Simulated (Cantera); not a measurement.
## Sublimation and decomposition of ceramics: SiC + C + H2

Feed: 1 mol SiC, 0.47 mol C, 6.8 mol H2, held at 2500 K and 4.60 bar.

Cantera equilibrium calculation (NASA polynomials, part measured and part estimated; ideal gas, pure solids and liquids). Candidate condensed phases: C, C6H6, C7H8, C8H18, Si, SiC; 87 gas species. Gases not in the tables: Si2H6 and higher silanes. Equilibrium is a limit: real reactors are often held back by kinetics, nucleation or transport.

```yaml
x(H2): 0.976
x(H): 0.0116
x(C2H2 (acetylene)): 0.0106
x(CH4): 0.000658
x(Si): 0.000247
x(SiH2): 0.000239
x(CH3): 0.000140
x(SiH): 0.000138
x(SiC2): 6.41e-5
n(C(graphite)): 0.322 mol
n(SiC(s)): 0.995 mol
gas_amount: 6.837 mol
log10 activity of Si(l) (absent): -0.62
```
